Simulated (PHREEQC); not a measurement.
Dissolve 160 mmol/kgw Ni(NO3)2 and 22 mmol/kgw H2SO4 at 55 °C. Closed to the air; pH follows from the charge balance.

The numbers come from PHREEQC with the ion-association model, wateq4f.dat.

Question: The ionic strength comes out as 0.495 mol/kgw. What activity coefficients do Ni+2, Ni(SO4)2-2, SO4-2, H+, HSO4- get?

Answer: Ni+2 0.27, Ni(SO4)2-2 0.27, SO4-2 0.19, H+ 0.76, HSO4- 0.65.

No solid was allowed to form. At this temperature some constants are extrapolated from 25 °C, and those without enthalpy data are left unchanged.
